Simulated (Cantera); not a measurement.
Feed: 1 mol Si2Cl6, 0.036 mol Cl2, a varied amount of H2, 2.2 mol HCl, equilibrated at 1250 K and 100 Torr.

Cantera equilibrium calculation (NASA polynomials, part measured and part estimated; ideal gas, pure solids and liquids). Candidate condensed phases: Si; 19 gas species. The feed counts by its element totals alone. Equilibrium is a limit: real reactors are often held back by kinetics, nucleation or transport.

Task: What share of the Si ends up in condensed phases as a function of n(H2) (mol), at 120, 150, 170, 200, 240, 280, 340, 400, 470, 560, 660, 780, 920?

Result: 
| n(H2) (mol) | Si condensed (%) | as |
|---|---|---|
| 120 | 40.7 | Si(s) |
| 150 | 48.0 | Si(s) |
| 170 | 52.1 | Si(s) |
| 200 | 57.4 | Si(s) |
| 240 | 63.0 | Si(s) |
| 280 | 67.5 | Si(s) |
| 340 | 72.6 | Si(s) |
| 400 | 76.5 | Si(s) |
| 470 | 79.9 | Si(s) |
| 560 | 83.1 | Si(s) |
| 660 | 85.6 | Si(s) |
| 780 | 87.9 | Si(s) |
| 920 | 89.7 | Si(s) |
